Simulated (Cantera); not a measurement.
Source: NASA polynomial tables (part measured, part estimated), evaluated in Cantera. Values are per mole of reaction as written; species without (g) are pure solids or liquids, kept so even where they would boil at 1 bar. FeO: taken at fixed stoichiometry.

Fe(OH)3 → O2(g) + 3 H(g) + FeO

```json
[
 {"T (K)": "1125", "ΔH° (kJ)": "?", "ΔS° (J/K)": "?", "ΔG° (kJ)": "?", "log10 K": "?"},
 {"T (K)": "1200", "ΔH° (kJ)": "?", "ΔS° (J/K)": "?", "ΔG° (kJ)": "?", "log10 K": "?"},
 {"T (K)": "1275", "ΔH° (kJ)": "?", "ΔS° (J/K)": "?", "ΔG° (kJ)": "?", "log10 K": "?"},
 {"T (K)": "1350", "ΔH° (kJ)": "?", "ΔS° (J/K)": "?", "ΔG° (kJ)": "?", "log10 K": "?"},
 {"T (K)": "1425", "ΔH° (kJ)": "1216.0", "ΔS° (J/K)": "518.2", "ΔG° (kJ)": "477.5", "log10 K": "-17.50"}
]
```

### Question
Fill in the missing entries.

### Answer

- 1125, ΔH° (kJ): 1219.8
- 1125, ΔS° (J/K): 521.2
- 1125, ΔG° (kJ): 633.4
- 1125, log10 K: -29.41
- 1200, ΔH° (kJ): 1218.9
- 1200, ΔS° (J/K): 520.4
- 1200, ΔG° (kJ): 594.4
- 1200, log10 K: -25.87
- 1275, ΔH° (kJ): 1218.0
- 1275, ΔS° (J/K): 519.7
- 1275, ΔG° (kJ): 555.4
- 1275, log10 K: -22.75
- 1350, ΔH° (kJ): 1217.0
- 1350, ΔS° (J/K): 518.9
- 1350, ΔG° (kJ): 516.4
- 1350, log10 K: -19.98
